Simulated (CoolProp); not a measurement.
Vapour-liquid equilibrium of ethanol (1) + ethylbenzene (2) at 107.55 °C; x and y are mole fractions of (1).

Values from CoolProp's multi-fluid Helmholtz-energy mixture model, Schroeder 2014 and Zhou 2012; pair parameters Bell 2016.

```json
[
 {"x": "0.05", "bubble pressure (bar)": "0.9594", "y at the bubble point": "0.553", "dew pressure at overall composition x (bar)": "0.4614", "liquid density (mol/L)": "7.599"},
 {"x": "0.15", "bubble pressure (bar)": "1.642", "y at the bubble point": "0.752", "dew pressure at overall composition x (bar)": "0.5150", "liquid density (mol/L)": "7.985"},
 {"x": "0.25", "bubble pressure (bar)": "2.020", "y at the bubble point": "0.808", "dew pressure at overall composition x (bar)": "?", "liquid density (mol/L)": "8.425"},
 {"x": "0.35", "bubble pressure (bar)": "2.230", "y at the bubble point": "0.834", "dew pressure at overall composition x (bar)": "0.6697", "liquid density (mol/L)": "?"},
 {"x": "0.45", "bubble pressure (bar)": "2.357", "y at the bubble point": "0.849", "dew pressure at overall composition x (bar)": "0.7871", "liquid density (mol/L)": "9.516"},
 {"x": "0.55", "bubble pressure (bar)": "2.450", "y at the bubble point": "0.861", "dew pressure at overall composition x (bar)": "0.9534", "liquid density (mol/L)": "10.20"},
 {"x": "0.65", "bubble pressure (bar)": "?", "y at the bubble point": "0.875", "dew pressure at overall composition x (bar)": "1.206", "liquid density (mol/L)": "11.01"},
 {"x": "0.75", "bubble pressure (bar)": "2.630", "y at the bubble point": "0.894", "dew pressure at overall composition x (bar)": "1.630", "liquid density (mol/L)": "11.97"},
 {"x": "0.85", "bubble pressure (bar)": "2.734", "y at the bubble point": "0.923", "dew pressure at overall composition x (bar)": "2.365", "liquid density (mol/L)": "13.12"},
 {"x": "0.95", "bubble pressure (bar)": "?", "y at the bubble point": "0.968", "dew pressure at overall composition x (bar)": "?", "liquid density (mol/L)": "14.51"}
]
```

Task: Complete the blanks.

Result: 
- 0.25, dew pressure at overall composition x (bar): 0.5824
- 0.35, liquid density (mol/L): 8.931
- 0.65, bubble pressure (bar): 2.537
- 0.95, bubble pressure (bar): 2.840
- 0.95, dew pressure at overall composition x (bar): 2.804

No azeotrope shows between x = 0.05 and 0.95.

The pair parameters rest on a limited set of measurements; away from them the model extrapolates. With so large a gap from Raoult's law the liquid may split in two, which this calculation doesn't test in full.
